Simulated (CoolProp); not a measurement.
Propylene at several states: density (kg/m³) from the reference equation and from simpler models built on Tc = 364.2 K, pc = 4555 kPa, ω = 0.146; each cubic takes its own stable root.

Values from CoolProp's reference Helmholtz-energy equation of state, Lemmon 2013.

```tsv
T (K)	p (kPa)	phase	reference	van der Waals	Redlich-Kwong	Soave-Redlich-Kwong
130.6	159	liquid	(withheld)	(withheld)	(withheld)	(withheld)
505.8	72	gas	0.7218	0.7219	0.7219	0.7217
298.6	39.4	gas	0.6715	0.6706	0.6713	0.6714
498.8	2390	gas	(withheld)	26.15	26.05	25.75
486.3	295	gas	3.097	3.099	3.099	3.095
```

Problem. Some entries are withheld; supply them.

Solution. 
- 130.6, reference: 719.4
- 130.6, van der Waals: 445.3
- 130.6, Redlich-Kwong: 663.8
- 130.6, Soave-Redlich-Kwong: 662.8
- 498.8, reference: 25.90
